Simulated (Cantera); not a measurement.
A perfectly stirred reactor is fed with CH₃OH : O₂ : N₂ : H₂ = 0.014 : 0.023 : 1 : 0.0065 (molar parts), equivalence ratio 1.1, at 5.00 bar; it is held at 1300 K, and followed from long to short residence time.

Cantera simulation using GRI-Mech 3.0 (53 species, 325 reactions); the numbers are that mechanism's predictions, not measurements. GRI-Mech 3.0 was tuned for natural gas; its chemistry of methanol as a main component is partial and can be far from experiment. The temperature is held fixed by assumption; the heat of reaction is taken as removed at once.

x: mole fraction; the columns are a selection and need not sum to one.

| τ (s) | x CH₃OH | x O₂ | x HCO | x C₂H | x H | x C₂H₆ |
|---|---|---|---|---|---|---|
| 2.1 | ___ | 2.77e-5 | 9.41e-10 | <1e-12 | 1.89e-5 | 1.17e-11 |
| 1.0 | ___ | 4.24e-5 | 1.71e-9 | <1e-12 | 2.62e-5 | 2.96e-11 |
| 0.47 | ___ | 6.63e-5 | 3.23e-9 | <1e-12 | 3.60e-5 | 7.21e-11 |
| 0.22 | ___ | 0.000105 | 6.31e-9 | <1e-12 | 4.89e-5 | 1.67e-10 |
| 0.10 | ___ | 0.000174 | 1.29e-8 | <1e-12 | 6.61e-5 | 3.72e-10 |
| 0.048 | ___ | 0.000280 | 2.55e-8 | <1e-12 | 8.56e-5 | 7.32e-10 |
| 0.022 | ___ | 0.000474 | 5.30e-8 | <1e-12 | 0.000110 | 1.41e-9 |
| 0.011 | ___ | 0.000762 | 1.02e-7 | <1e-12 | 0.000133 | 2.39e-9 |
| 0.0049 | ___ | 0.00133 | 2.16e-7 | <1e-12 | 0.000160 | 4.30e-9 |
| 0.0023 | ___ | 0.00226 | 4.34e-7 | <1e-12 | 0.000176 | 7.58e-9 |

Fill in the missing entries.


- 2.1, x CH₃OH: 5.27e-7
- 1.0, x CH₃OH: 7.97e-7
- 0.47, x CH₃OH: 1.23e-6
- 0.22, x CH₃OH: 1.92e-6
- 0.10, x CH₃OH: 3.10e-6
- 0.048, x CH₃OH: 4.91e-6
- 0.022, x CH₃OH: 8.19e-6
- 0.011, x CH₃OH: 1.32e-5
- 0.0049, x CH₃OH: 2.39e-5
- 0.0023, x CH₃OH: 4.46e-5
